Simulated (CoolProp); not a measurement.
Vapour-liquid equilibrium of propane (1) + isobutane (2) at 194.2 K; x and y are mole fractions of (1).

The numbers come from the multi-fluid Helmholtz-energy mixture model, Lemmon 2009 and Bücker 2006; pair parameters Kunz 2012 in CoolProp.

```csv
x,bubble pressure (kPa),y at the bubble point,dew pressure at overall composition x (kPa),liquid density (mol/L)
0.05,3.068,0.236,2.572,11.53
0.125,3.941,0.451,2.752,11.70
0.2,4.789,0.585,2.958,11.87
0.275,5.624,0.679,3.197,12.05
0.35,6.455,0.748,3.478,12.24
0.425,7.289,0.802,3.812,12.43
0.5,8.131,0.845,4.216,12.62
0.575,8.984,0.881,4.713,12.82
0.65,9.850,0.911,5.340,13.03
0.725,10.73,0.936,6.154,13.25
0.8,11.61,0.957,7.255,13.47
0.875,12.51,0.976,8.827,13.70
0.95,13.40,0.991,11.29,13.94
```

No azeotrope shows between x = 0.05 and 0.95.

Pair parameters are fitted to limited data, so mixtures are less certain than the pure fluids. The gap from Raoult's law changes sign with composition, which may be real or a fault of the pair parameters; it wasn't checked against measurements.
